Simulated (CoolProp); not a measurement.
Octamethylcyclotetrasiloxane (D4) at 300 K and 0.381 MPa is throttled through a valve to 0.264 MPa with no heat exchange. Each further row changes one setting.

Values from CoolProp's reference Helmholtz-energy equation of state, Thol 2015.

| case | temperature change (K) |
|---|---|
| as stated | +0.0 |
| outlet pressure 0.0792 MPa | +0.1 |
| outlet pressure 0.343 MPa | +0.0 |
